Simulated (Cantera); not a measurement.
What does this Cantera script print?

```python
import numpy as np
import cantera as ct

gas_names = """
    AL ALCL ALCL2 ALCL3 ALN AL2 AL2CL6 CL CL2 N N2
""".split()
cond_names = """
    AL(cr) AL(L) ALCL3(s) ALCL3(L) ALN(s)
""".split()


# ... load() reads the species with a 1 bar reference pressure and builds the phases ...
atoms = {
    'Al': {'AL': 1},
    'Cl2': {'CL': 2},
    'N2': {'N': 2},
}
top_T = {'ALN(s)': 2750}  # K; cautious upper limits of use, not melting points


# ... equilibrate(T, P, feed) seeds the gas with the atoms and calls Mixture.equilibrate('TP', solver="vcs", rtol=1e-11, max_steps=5000) ...
results = []
feed = {'Al': 1, 'Cl2': 2.7, 'N2': 0.81}  # mol
T = 973  # K
P = 12  # Pa
mix = equilibrate(T, P, feed)
results.append((T, P, feed, dict(zip(mix.species_names, mix.species_moles))))
x = sorted(zip(gas.X, gas.species_names), reverse=True)
print(f"T = {T:g} K  P = {P:g} Pa  gas = {mix.phase_moles(0):.4g} mol")
print("   x: " + "  ".join(f"{s} {v:.3e}" for v, s in x if v > 1e-06))
print("   condensed (mol): " + ("  ".join(f"{mix.phase(i).name} {mix.phase_moles(i):.4g}"
      for i in range(1, mix.n_phases) if mix.phase_moles(i) > 1e-12) or "none"))
```

Output:

```
T = 973 K  P = 12 Pa  gas = 3.032 mol
   x: CL2 3.885e-01  ALCL3 3.298e-01  N2 2.671e-01  CL 1.460e-02  AL2CL6 1.908e-06
   condensed (mol): none
```

Equilibrium computed with Cantera from the NASA thermochemical tables; the gas is ideal and each condensed phase is pure.
